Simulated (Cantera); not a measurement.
A closed system holds: 1 mol Cr, a varied amount of H2O, 2.5 mol H2, held at 0.0263 Torr.

Method: chemical equilibrium by Gibbs-energy minimisation in Cantera with the NASA 1993 tables (ideal gas, pure condensed phases). Candidate condensed phases: Cr, Cr2O3, H2O; 13 gas species. Mutual solubility and eutectic melting of coexisting phases are not modelled. Rates play no part.

### Question
What condenses at these points (T in °C, n(H2O) in mol): (1452, 1.4); (1602, 0.84); (1002, 0.19); (2202, 1.4); (1002, 0.25); (852, 0.25)?

### Answer
| T (°C) | n(H2O) in mol | condensed phases | Cr condensed (%) |
|---|---|---|---|
| 1452 | 1.4 | Cr2O3 | 84.1 |
| 1602 | 0.84 | Cr2O3 | 30.3 |
| 1002 | 0.19 | Cr + Cr2O3 | 100.0 |
| 2202 | 1.4 | gas only | 0.0 |
| 1002 | 0.25 | Cr + Cr2O3 | 100.0 |
| 852 | 0.25 | Cr + Cr2O3 | 100.0 |
